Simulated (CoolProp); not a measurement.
c-C4F8 (RC318) at 293.15 K and 3.02 MPa is throttled through a valve to 1.83 MPa with no heat exchange. Each further row changes one setting.

Values from CoolProp's reference Helmholtz-energy equation of state, Platzer 1990. This equation is an older, rougher fit; its heat capacities, sound speeds and derivatives of the liquid may be far off and weren't checked against measurements.

```csv
case,temperature change (K),final density (kg/m³)
as stated,(withheld),1530
outlet pressure 0.549 MPa,+0.4,(withheld)
outlet pressure 2.38 MPa,(withheld),1530
```

Problem. Complete the blanks.

Solution. 
- as stated, temperature change (K): +0.2
- outlet pressure 0.549 MPa, final density (kg/m³): 1520
- outlet pressure 2.38 MPa, temperature change (K): +0.1
